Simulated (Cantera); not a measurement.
A closed system holds: 1 mol V, 5.5 mol N2O, 0.73 mol N2, equilibrated at 0.133 bar.

Method: chemical equilibrium by Gibbs-energy minimisation in Cantera with the NASA 1993 tables (ideal gas, pure condensed phases). Candidate condensed phases: V, VN, VO, V2O3, V2O4, V2O5; 13 gas species. Condensed phases not in the tables: the oxides between V2O3 and V2O5 other than VO2. Equilibrium is a limit: real reactors are often held back by kinetics, nucleation or transport. All values below are at 1798 K.

Base state: N2 0.778, O2 0.217, NO 0.00417, VO2 0.000258, O 0.000152 (mole fractions); condensed: V2O4(s).

Q: What changes in the equilibrium state with this change: pressure from 0.133 bar to 19.0 mbar?

A: 
```json
[
 {"species": "N2", "before": "0.778", "after": "0.777"},
 {"species": "O2", "before": "0.217", "after": "0.217"},
 {"species": "NO", "before": "0.00417", "after": "0.00416"},
 {"species": "VO2", "before": "0.000258", "after": "0.00181"},
 {"species": "O", "before": "0.000152", "after": "0.000403"},
 {"species": "V2O4(s), mol", "before": "0.499", "after": "0.493"}
]
```
